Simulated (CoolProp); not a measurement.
A simple Rankine cycle with R124: condensing at 326.15 K, boiler at 1.95 MPa, turbine inlet 403.2 K, turbine efficiency 0.6, pump efficiency 0.7, no recuperator. Each further row changes one setting.

Values from CoolProp's reference Helmholtz-energy equation of state, de Vries 1995.

| case | thermal efficiency (%) | net work (kJ/kg) | heat in (kJ/kg) | turbine exit temperature (K) | volume ratio over the turbine |
|---|---|---|---|---|---|
| as stated | 4.8 | 8.91 | 186 | 379.8 | 2.47 |
| turbine inlet 423.2 K | 4.8 | 9.80 | 206 | 401.2 | 2.42 |
| condensing temperature 318.15 K | 5.8 | 11.3 | 195 | 375.1 | 3.06 |
| boiler pressure 1.36 MPa | 2.9 | 5.62 | 192 | 391.1 | 1.65 |
| turbine efficiency 0.5 | 3.9 | 7.21 | 186 | 381.7 | 2.49 |
